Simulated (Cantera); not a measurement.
Input: 1 mol MgO, 1.2 mol CO, equilibrated at 2152 °C and 280 Pa.

Cantera equilibrium calculation (NASA polynomials, part measured and part estimated; ideal gas, pure solids and liquids). Candidate condensed phases: C, Mg, MgCO₃, MgO; 15 gas species. Kinetics and transport are ignored.

Base state: CO 0.427, Mg 0.303, CO₂ 0.185, O₂ 0.0401, O 0.0375, MgO 0.00709 (mole fractions); condensed: MgO(s).

Task: What changes in the equilibrium state with this change: temperature from 2152 °C to 600 °C?

Result: 
```tsv
species	before	after
CO	0.427	0.970
CO₂	0.185	0.0298
Mg	0.303	<1e-9
O₂	0.0401	<1e-9
O	0.0375	<1e-9
MgO	0.00709	<1e-9
MgO(s), mol	0.393	1.00
C(graphite), mol	0	0.0347
```
